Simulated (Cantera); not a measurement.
An adiabatic, constant-pressure homogeneous reactor starts with CH₄ : CO : O₂ : N₂ = 1 : 0.27 : 1.12 : 4.72 (molar parts), at 1300 K and 11.0 bar.

Cantera simulation using GRI-Mech 3.0 (53 species, 325 reactions); the numbers are that mechanism's predictions, not measurements.

Problem. Predict: time of steepest temperature rise; temperature at 2.00 s; equilibrium temperature; x(CH₄) at 2.00 s; x(CO) at 2.00 s; x(O₂) at 2.00 s; x(OH) at 2.00 s; x(N₂O) at 2.00 s.

Solution. 
```json
{
  "time_of_steepest_temperature_rise": "2.85 ms",
  "temperature at 2.00 s": "2406 K",
  "equilibrium_temperature": "2406 K",
  "x(CH₄) at 2.00 s": "1.01e-9 (gas-phase equilibrium 1.13e-9)",
  "x(CO) at 2.00 s": "0.134 (gas-phase equilibrium 0.134)",
  "x(O₂) at 2.00 s": "1.50e-6 (gas-phase equilibrium 1.50e-6)",
  "x(OH) at 2.00 s": "0.000346 (gas-phase equilibrium 0.000346)",
  "x(N₂O) at 2.00 s": "7.16e-9 (gas-phase equilibrium 7.16e-9)"
}
```
